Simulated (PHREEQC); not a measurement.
Consider water at 25 °C with 0.038 mol (NH4)2SiF6 per kg of water. It is in equilibrium with CO2 at log p = -3.4 (atm). Otherwise closed; pH follows from the charge balance.

Computed with PHREEQC (ion-association model, phreeqc.dat).

Task: The ionic strength comes out as 0.114 mol/kgw. What activity coefficients do F-, NH4+, SiF6-2, HF2-, H+ get?

Result: F- 0.75, NH4+ 0.73, SiF6-2 0.36, HF2- 0.77, H+ 0.82.

Precipitation was switched off in this run. Saturation is exceeded, for instance for Quartz (slow to form), Chalcedony (slow to form); the values hold only as long as no solid forms. Complexes and solids missing from the database can't appear. SiF6-2 is the database's only silicon fluoride.
